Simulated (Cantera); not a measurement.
A perfectly stirred reactor is fed with C₂H₆ : N₂ = 1 : 46 (molar parts), at 10.00 Torr; it is held at 1623 K, and followed from long to short residence time.

Cantera simulation using GRI-Mech 3.0 (53 species, 325 reactions); the numbers are that mechanism's predictions, not measurements. GRI-Mech 3.0 stops at C3 and has no aromatics, soot or wall deposition, so with more carbon than oxygen in the feed, carbon stays in small species such as C2H2 where larger ones or solid carbon would form. Radical loss at walls, strong at low pressure, is not modelled.

```tsv
quantity	before	after
x(C₂H₆) at τ = 2.80 s	1.09e-5	3.09e-6
x(CH₄) at τ = 2.80 s	0.00131	0.000198
x(CH₃) at τ = 2.80 s	0.000216	7.73e-5
x(C₂H₄) at τ = 2.80 s	6.10e-5	2.03e-5
x(CH₂) at τ = 2.80 s	1.43e-6	1.03e-6
x(C₂H₆) at τ = 19.0 ms	0.00116	0.000310
x(CH₄) at τ = 19.0 ms	0.00507	0.000522
x(CH₃) at τ = 19.0 ms	0.00233	0.000860
x(C₂H₄) at τ = 19.0 ms	0.00359	0.000922
x(CH₂) at τ = 19.0 ms	1.24e-5	7.66e-6
```

Q: What was changed between the two runs?
(A) pressure from 10.00 Torr to 64.5 Torr
(B) N2 46 to 250 parts
(C) temperature 1623 to 1925 K
(D) pressure from 10.00 Torr to 1.30 bar

A: B, N2 46 to 250 parts
